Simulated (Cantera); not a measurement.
Feed: 1 mol Si, 4.6 mol HBr, a varied amount of H2, held at 1375 °C and 7.50 Torr.

Cantera equilibrium calculation (NASA polynomials, part measured and part estimated; ideal gas, pure solids and liquids). Candidate condensed phases: Br2, Si; 19 gas species. Kinetics and transport are ignored.

Task: Which condensed phases are stable at each of these points (n(H2) (mol)): 6.2, 8.2, 11, 14, 19, 25, 32, 43, 56, 74, 97?

Result: 
| n(H2) (mol) | condensed phases | Si condensed (%) |
|---|---|---|
| 6.2 | gas only | 0.0 |
| 8.2 | gas only | 0.0 |
| 11 | gas only | 0.0 |
| 14 | gas only | 0.0 |
| 19 | Si(s) | 6.4 |
| 25 | Si(s) | 16.4 |
| 32 | Si(s) | 25.4 |
| 43 | Si(s) | 35.9 |
| 56 | Si(s) | 44.8 |
| 74 | Si(s) | 53.4 |
| 97 | Si(s) | 61.0 |

From 6.2 mol H2 to 14 mol H2 nothing is condensed. From 19 mol H2 to 97 mol H2 the condensed part is Si(s).
